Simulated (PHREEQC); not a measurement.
A solution holds 2 mmol/kgw NH4HSO4 and 1 mmol/kgw NaH2PO4, at 25 °C. Closed to the air; pH follows from the charge balance.

Computed with PHREEQC (ion-association model, phreeqc.dat).

This is a speciation only: nothing precipitates in the calculation.

### Question
Order these S species by the share of S that they hold, largest first: NaSO4-, HSO4-, SO4-2, NH4SO4-.

### Answer
SO4-2 (88 %), HSO4- (10 %), NH4SO4- (1.6 %), NaSO4- (0.31 %)

The pH is 2.82 and the ionic strength 0.00635 mol/kgw. Species that the database lacks are ignored.
